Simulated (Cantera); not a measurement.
Feed: 1 mol FeS2, 0.26 mol O2, 3.9 mol H2O, 2.8 mol SO2, held at 10000 Pa.

Cantera equilibrium calculation (NASA polynomials, part measured and part estimated; ideal gas, pure solids and liquids). Candidate condensed phases: Fe, FeO, Fe(OH)2, Fe(OH)3, FeS, FeSO4, FeS2, Fe2O3, Fe2(SO4)3, Fe3O4, H2O, H2SO4, S; 22 gas species. FeS: taken at fixed stoichiometry. Gases not in the tables: S3 to S7. Kinetics and transport are ignored. All values below are at 998 K.

Base state: H2O 0.517, SO2 0.427, S2 0.0372, H2S 0.0155, H2 0.00183, S2O 0.00182, SO 3.27e-5 (mole fractions); condensed: FeS(s).

### Question
What changes in the equilibrium state with this change: pressure from 10000 Pa to 79000 Pa?

### Answer
```json
[
 {"species": "H2O", "before": "0.517", "after": "0.512"},
 {"species": "SO2", "before": "0.427", "after": "0.430"},
 {"species": "S2", "before": "0.0372", "after": "0.0316"},
 {"species": "H2S", "before": "0.0155", "after": "0.0226"},
 {"species": "H2", "before": "0.00183", "after": "0.00103"},
 {"species": "SO", "before": "3.27e-5", "after": "1.88e-5"},
 {"species": "S2O", "before": "0.00182", "after": "0.00270"},
 {"species": "FeS(s), mol", "before": "1.00", "after": "1.00"}
]
```
